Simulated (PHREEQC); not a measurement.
**Copper plating or etch bath: speciation**

Make-up at 25 °C: 0.037 mol Cu(NO3)2, 0.1 mol H2SO4 and 0.0056 mol Na2SO4 per kg of water. It is in equilibrium with CO2 at log p = -3.4 (atm). Otherwise closed; pH follows from the charge balance.

Model: ion-association model, phreeqc.dat, run in PHREEQC.

Each row changes one thing in this solution. This is a speciation only: nothing precipitates in the calculation.

| case | pH | ionic strength (mol/kgw) | HSO4- (mol/kgw) | SO4-2 (mol/kgw) |
|---|---|---|---|---|
| as made | 1.00 | 0.240 | 0.0748 | 0.0210 |
| Na2SO4 from 0.0056 to 0.0112 mol/kgw | 1.02 | [?] | 0.0779 | 0.0227 |
| Na2SO4 from 0.0056 to 0.00504 mol/kgw | 1.00 | 0.239 | [?] | 0.0209 |
| Na2SO4 left out | 0.99 | [?] | 0.0716 | 0.0194 |
| Cu(NO3)2 left out | 1.03 | [?] | [?] | 0.0214 |

Question: Complete the blanks.

Answer: 
- Na2SO4 from 0.0056 to 0.0112 mol/kgw, ionic strength (mol/kgw): 0.248
- Na2SO4 from 0.0056 to 0.00504 mol/kgw, HSO4- (mol/kgw): 0.0745
- Na2SO4 left out, ionic strength (mol/kgw): 0.232
- Cu(NO3)2 left out, ionic strength (mol/kgw): 0.148
- Cu(NO3)2 left out, HSO4- (mol/kgw): 0.0838
